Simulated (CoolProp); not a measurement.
Vapour-liquid equilibrium of carbon dioxide (1) + C2F6 (R116) (2) at 6.24 bar; x and y are mole fractions of (1).

The numbers come from the multi-fluid Helmholtz-energy mixture model, Span 1996 and Lemmon 2006; pair parameters Bell 2016 in CoolProp.

Give the bubble temperature and the first vapour's composition at x = 0.2, 0.425, 0.575. Is there an azeotrope?

x = 0.2: 224.9 K, y = 0.452; x = 0.425: 218.8 K, y = 0.647; x = 0.575: 217.6 K, y = 0.699. y crosses x between x = 0.725 and 0.8: the model has an azeotrope there.

Pair parameters are fitted to limited data, so mixtures are less certain than the pure fluids.
